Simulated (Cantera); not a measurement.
Charge: 1 mol FeCl3, 0.19 mol H2, equilibrated at 0.0100 bar.

Equilibrium computed with Cantera from the NASA thermochemical tables; the gas is ideal and each condensed phase is pure. Candidate condensed phases: Fe, FeCl2, FeCl3; 11 gas species. Kinetics and transport are ignored.

Problem. At 700 °C, list the 5 most abundant gas species with their mole fractions, and the condensed phases.

Solution. FeCl3 0.441, HCl 0.280, FeCl2 0.259, Fe2Cl4 0.0123, Fe2Cl6 0.00602. Condensed: gas only.
